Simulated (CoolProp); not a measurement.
Model: reference Helmholtz-energy equation of state, Zhou 2011, in CoolProp.

### Question
For dimethyl carbonate, give the phase and the density (kg/m³), cv (kJ/(kg K)), speed of sound (m/s), Joule-Thomson coefficient (K/MPa) at 497.7 K and 1.06 MPa; 497.7 K and 15.5 MPa.

### Answer
- 497.7 K and 1.06 MPa: gas; density 26.2, cv 1.61, speed of sound 197, Joule-Thomson coefficient 10.8
- 497.7 K and 15.5 MPa: liquid; density 806, cv 1.69, speed of sound 620, Joule-Thomson coefficient -0.000264
